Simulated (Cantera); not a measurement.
Input: 1 mol BN, 0.26 mol H₂O, held at 7.10 Pa.

These are equilibrium values from Cantera (NASA tables, ideal gas, pure condensed phases), not measurements of a reactor. Candidate condensed phases: B, BN, B₂O₃, B₃O₃H₃, H₂O; 39 gas species. The numbers say what is thermodynamically allowed, not how fast it happens. All values below are at 1250 °C.

Base state: H₂ 0.516, N₂ 0.219, B₂O₃ 0.108, HBO 0.0695, B₂O₂ 0.0655, HBO₂ 0.0129, BO 0.00669, H 0.00197 (mole fractions); condensed: BN(s).

What changes in the equilibrium state with this change: H₂O from 0.26 to 13 mol?


```tsv
species	before	after
H₂O	6.02e-5	0.785
H₂	0.516	0.107
HBO₂	0.0129	0.0709
N₂	0.219	0.0357
B₂O₂	0.0655	2.40e-9
HBO	0.0695	6.05e-6
B₂O₃	0.108	0.000251
OH	7.09e-9	0.000203
BO	0.00669	1.28e-6
BO₂	1.87e-6	2.26e-5
H	0.00197	0.000896
BN(s), mol	0.797	0
```

What changes in the equilibrium state with this change: pressure from 7.10 Pa to 1330 Pa?


| species | before | after |
|---|---|---|
| H₂ | 0.516 | 0.737 |
| N₂ | 0.219 | 0.247 |
| HBO₂ | 0.0129 | 0.00746 |
| B₂O₃ | 0.108 | 0.00259 |
| HBO | 0.0695 | 0.00409 |
| B₂O₂ | 0.0655 | 0.000159 |
| BO | 0.00669 | 2.40e-5 |
| H₂O | 6.02e-5 | 0.000846 |
| H | 0.00197 | 0.000172 |
| BN(s), mol | 0.797 | 0.827 |
| B₂O₃(l), mol | 0 | 0.0834 |
Mutual solubility and eutectic melting of coexisting phases are not modelled.
